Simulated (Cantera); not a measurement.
Feed: 1 mol CH3OH, 1.3 mol H2O, at 1127 °C and 1 atm.

These are equilibrium values from Cantera (NASA tables, ideal gas, pure condensed phases), not measurements of a reactor. Candidate condensed phases: C, C6H6, C7H8, C8H18, H2O; 110 gas species. The numbers say what is thermodynamically allowed, not how fast it happens.

Base state: H2 0.509, H2O 0.258, CO 0.189, CO2 0.0440 (mole fractions); condensed: gas only.

Task: What changes in the equilibrium state with this change: H2O from 1.3 to 0.083 mol?

Result: 
```json
[
 {"species": "H2", "before": "0.509", "after": "0.654"},
 {"species": "CO", "before": "0.189", "after": "0.319"},
 {"species": "H2O", "before": "0.258", "after": "0.0220"},
 {"species": "CO2", "before": "0.0440", "after": "0.00496"},
 {"species": "CH4", "before": "1.59e-6", "after": "6.68e-5"}
]
```

Task: What changes in the equilibrium state with this change: H2O from 1.3 to 3.6 mol?

Result: 
| species | before | after |
|---|---|---|
| H2O | 0.258 | 0.487 |
| H2 | 0.509 | 0.361 |
| CO | 0.189 | 0.0934 |
| CO2 | 0.0440 | 0.0581 |
